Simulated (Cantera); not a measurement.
A closed system holds: 1 mol Si, 1.3 mol Cl₂, 9.8 mol H₂, equilibrated at 750 K and 3230 Torr.

Equilibrium computed with Cantera from the NASA thermochemical tables; the gas is ideal and each condensed phase is pure. Candidate condensed phases: Si; 19 gas species. Rates play no part.

What is the equilibrium state?


- x(H₂): 0.926
- x(SiHCl₃): 0.0383
- x(SiCl₄): 0.0324
- x(SiH₂Cl₂): 0.00333
- x(HCl): 0.000354
- x(SiH₃Cl): 6.45e-5
- x(SiCl₃): 4.53e-6
- n(Si(s)): 0.234 mol
- gas amount: 10.33 mol
